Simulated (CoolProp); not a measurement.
Vapour pressure (kPa) of decamethylcyclopentasiloxane (D5): the reference equation beside estimates from Tc = 345.1 °C, pc = 1078 kPa, ω = 0.631.

Computed with CoolProp (reference Helmholtz-energy equation of state, Thol 2019).

```json
[
 {"T (°C)": "208.45", "reference": "95.54", "Lee-Kesler": "94.01", "van der Waals": "364.7", "Soave-Redlich-Kwong": "94.90", "Peng-Robinson": "95.13"},
 {"T (°C)": "213.25", "reference": "106.9", "Lee-Kesler": "105.1", "van der Waals": "382.1", "Soave-Redlich-Kwong": "106.2", "Peng-Robinson": "106.3"},
 {"T (°C)": "218.05", "reference": "119.2", "Lee-Kesler": "117.2", "van der Waals": "400.0", "Soave-Redlich-Kwong": "118.6", "Peng-Robinson": "118.5"},
 {"T (°C)": "222.95", "reference": "133.0", "Lee-Kesler": "130.7", "van der Waals": "418.8", "Soave-Redlich-Kwong": "132.3", "Peng-Robinson": "132.1"},
 {"T (°C)": "227.75", "reference": "147.5", "Lee-Kesler": "144.9", "van der Waals": "437.8", "Soave-Redlich-Kwong": "146.9", "Peng-Robinson": "146.5"},
 {"T (°C)": "232.55", "reference": "163.3", "Lee-Kesler": "160.4", "van der Waals": "457.3", "Soave-Redlich-Kwong": "162.8", "Peng-Robinson": "162.1"},
 {"T (°C)": "237.45", "reference": "180.7", "Lee-Kesler": "177.5", "van der Waals": "477.7", "Soave-Redlich-Kwong": "180.3", "Peng-Robinson": "179.4"},
 {"T (°C)": "242.25", "reference": "199.1", "Lee-Kesler": "195.6", "van der Waals": "498.3", "Soave-Redlich-Kwong": "198.9", "Peng-Robinson": "197.7"},
 {"T (°C)": "247.05", "reference": "218.8", "Lee-Kesler": "215.0", "van der Waals": "519.5", "Soave-Redlich-Kwong": "218.9", "Peng-Robinson": "217.4"}
]
```

Absolute difference from the reference over all 9 rows, mean and median: Lee-Kesler 1.7 and 1.7 %, van der Waals 202.1 and 196.8 %, Soave-Redlich-Kwong 0.4 and 0.4 %, Peng-Robinson 0.6 and 0.7 %.
